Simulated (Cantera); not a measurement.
**Catalytic combustion on Pt**

An isothermal plug-flow reactor at 1250 K and 1.01 bar (inlet), inlet velocity 0.21 m/s, active area per volume 220 1/m; feed CH₄ : O₂ : N₂ : H₂O = 0.0025 : 0.098 : 0.79 : 0.013 (molar parts).

Detailed kinetics in Cantera: Deutschmann's 1995 Pt surface mechanism with GRI-Mech 3.0 gas chemistry. Catalytic surfaces can have several steady states; this one follows from the mechanism file's or the stated starting coverage. Mass transfer to the wall is taken as infinitely fast.

```
z (m)       x CH₄   x O₂   x H₂O     x CO₂     x CO  θ free Pt   θ O*    θ OH*
-------  --------  -----  ------  --------  -------  ---------  -----  -------
0.00042   0.00204  0.107  0.0157  0.000606  4.40e-6      0.467  0.531  0.00140
0.00074   0.00158  0.106  0.0165  0.000990  4.80e-6      0.468  0.531  0.00143
0.0013   0.000989  0.105  0.0177   0.00154  4.88e-6      0.468  0.530  0.00148
0.0023   0.000419  0.104  0.0189   0.00215  2.89e-6      0.469  0.530  0.00153
0.0042    8.24e-5  0.103  0.0196   0.00258  8.02e-7      0.469  0.529  0.00156
0.0074    5.26e-6  0.103  0.0199   0.00271  1.48e-7      0.469  0.529  0.00157
0.013     4.51e-8  0.103  0.0199   0.00274  3.19e-8      0.469  0.529  0.00157
0.023    4.05e-10  0.103  0.0199   0.00276  5.91e-9      0.469  0.529  0.00157
0.042    1.69e-10  0.103  0.0199   0.00276  2.08e-9      0.469  0.529  0.00157
```
x: gas mole fraction; θ: surface coverage.
